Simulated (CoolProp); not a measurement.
Aqueous methanol as a coolant, at -11 °C, 1 atm.

Computed with CoolProp (Melinder's fits for secondary coolants).

```json
[
 {"mass %": "19.4", "freezing point (°C)": "-14.5", "cp (kJ/(kg K))": "4.041", "conductivity (W/(m K))": "0.453", "Prandtl number": "46.6", "density (kg/m³)": "975.0"},
 {"mass %": "23.8", "freezing point (°C)": "-18.9", "cp (kJ/(kg K))": "3.928", "conductivity (W/(m K))": "0.434", "Prandtl number": "50.7", "density (kg/m³)": "970.8"},
 {"mass %": "28.2", "freezing point (°C)": "-23.6", "cp (kJ/(kg K))": "3.819", "conductivity (W/(m K))": "0.416", "Prandtl number": "53.7", "density (kg/m³)": "966.2"},
 {"mass %": "32.6", "freezing point (°C)": "-28.8", "cp (kJ/(kg K))": "3.717", "conductivity (W/(m K))": "0.399", "Prandtl number": "55.4", "density (kg/m³)": "961.2"},
 {"mass %": "37", "freezing point (°C)": "-34.5", "cp (kJ/(kg K))": "3.620", "conductivity (W/(m K))": "0.382", "Prandtl number": "55.8", "density (kg/m³)": "955.6"},
 {"mass %": "41.5", "freezing point (°C)": "-40.9", "cp (kJ/(kg K))": "3.522", "conductivity (W/(m K))": "0.365", "Prandtl number": "54.9", "density (kg/m³)": "949.2"},
 {"mass %": "45.9", "freezing point (°C)": "-47.7", "cp (kJ/(kg K))": "3.424", "conductivity (W/(m K))": "0.350", "Prandtl number": "52.9", "density (kg/m³)": "942.4"},
 {"mass %": "50.3", "freezing point (°C)": "-55.0", "cp (kJ/(kg K))": "3.322", "conductivity (W/(m K))": "0.336", "Prandtl number": "50.0", "density (kg/m³)": "935.0"}
]
```
